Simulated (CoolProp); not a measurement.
Vapour-liquid equilibrium of n-octane (1) + m-xylene (2) at 156.15 °C; x and y are mole fractions of (1).

The numbers come from the multi-fluid Helmholtz-energy mixture model, Beckmüller 2019 and Zhou 2012; pair parameters Bell 2016 in CoolProp.

| x | bubble pressure (MPa) | y at the bubble point | dew pressure at overall composition x (MPa) | liquid density (mol/L) |
|---|---|---|---|---|
| 0.05 | 0.1609 | 0.072 | 0.1597 | 6.835 |
| 0.2 | 0.1723 | 0.264 | 0.1684 | 6.503 |
| 0.35 | 0.1827 | 0.430 | 0.1777 | 6.194 |
| 0.5 | 0.1924 | 0.577 | 0.1873 | 5.908 |
| 0.65 | 0.2014 | 0.712 | 0.1973 | 5.641 |
| 0.8 | 0.2098 | 0.838 | 0.2073 | 5.392 |
| 0.95 | 0.2177 | 0.960 | 0.2171 | 5.159 |

No azeotrope shows between x = 0.05 and 0.95.

Pair parameters are fitted to limited data, so mixtures are less certain than the pure fluids.
